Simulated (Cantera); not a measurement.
Input: 1 mol trisilylamine, 3.3 mol N₂, at 1550 K and 2.33 Torr.

Cantera equilibrium calculation (NASA polynomials, part measured and part estimated; ideal gas, pure solids and liquids). Candidate condensed phases: Si, Si₃N₄; 18 gas species. The feed counts by its element totals alone. Equilibrium is a limit: real reactors are often held back by kinetics, nucleation or transport.

What is the equilibrium state?


| Property | Result |
|---|---|
| x(H₂) | 0.714 |
| x(N₂) | 0.286 |
| x(H) | 0.000478 |
| x(Si) | 2.87e-6 |
| n(Si₃N₄(s)) | 1.000 mol |
| gas amount | 6.302 mol |
| log10 activity of Si(s) (absent) | -0.57 |
